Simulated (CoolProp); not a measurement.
Saturated liquid density (kg/m³) of R245ca: the reference equation beside estimates from Tc = 447.6 K, pc = 3.941 MPa, ω = 0.355.

Values from CoolProp's reference Helmholtz-energy equation of state, Zhou 2016.

| T (K) | reference | Soave-Redlich-Kwong | Peng-Robinson |
|---|---|---|---|
| 324.4 | 1319 | 1212 | 1373 |
| 331.4 | 1300 | 1192 | 1351 |
| 338.4 | 1280 | 1171 | 1327 |
| 345.5 | 1259 | 1148 | 1302 |
| 352.5 | 1238 | 1125 | 1276 |
| 359.5 | 1216 | 1100 | 1248 |
| 366.6 | 1193 | 1073 | 1218 |
| 373.6 | 1170 | 1046 | 1187 |
| 380.6 | 1145 | 1016 | 1153 |
| 387.7 | 1118 | 984.1 | 1117 |
| 394.7 | 1090 | 950.3 | 1078 |

Absolute difference from the reference over all 11 rows, mean and median: Soave-Redlich-Kwong 9.9 and 9.5 %, Peng-Robinson 2.4 and 2.6 %.
